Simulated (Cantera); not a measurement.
Charge: 1 mol C2H4, 0.11 mol NH3, 1.2 mol H2, 0.69 mol CO2, equilibrated at 2773 K and 13500 Torr.

These are equilibrium values from Cantera (NASA tables, ideal gas, pure condensed phases), not measurements of a reactor. Candidate condensed phases: C, C6H6, C7H8, C8H18, H2O; 136 gas species. Equilibrium is a limit: real reactors are often held back by kinetics, nucleation or transport.

Base state: H2 0.662, CO 0.286, C2H2 (acetylene) 0.0202, H 0.0143, HCN 0.00854, N2 0.00644, HNC 0.00133, CH4 0.000800 (mole fractions); condensed: C(graphite).

Task: What changes in the equilibrium state with this change: C2H4 replaced by C2H5OH?

Result: 
| species | before | after |
|---|---|---|
| H2 | 0.662 | 0.607 |
| CO | 0.286 | 0.348 |
| C2H2 (acetylene) | 0.0202 | 0.0178 |
| H | 0.0143 | 0.0137 |
| N2 | 0.00644 | 0.00426 |
| HCN | 0.00854 | 0.00653 |
| HNC | 0.00133 | 0.00101 |
| C(graphite), mol | 1.06 | 0 |
